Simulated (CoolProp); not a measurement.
A simple Rankine cycle with n-heptane: condensing at 309.15 K, boiler at 0.18 MPa, turbine inlet 394.3 K, turbine efficiency 0.9, pump efficiency 0.6, no recuperator. Each further row changes one setting.

Values from CoolProp's reference Helmholtz-energy equation of state, Span 2003. It is a short technical equation, of lower accuracy than the large ones.

```csv
case,thermal efficiency (%),net work (kJ/kg),heat in (kJ/kg),turbine exit temperature (K),volume ratio over the turbine
as stated,15.0,76.3,510,351.2,16.8
turbine inlet 414.3 K,14.6,80.9,554,371.4,16.6
condensing temperature 301.15 K,16.3,85.9,528,345.9,24.1
boiler pressure 0.126 MPa,13.2,68.0,513,357.2,11.6
turbine efficiency 0.8,13.3,67.8,510,355.7,17.0
```
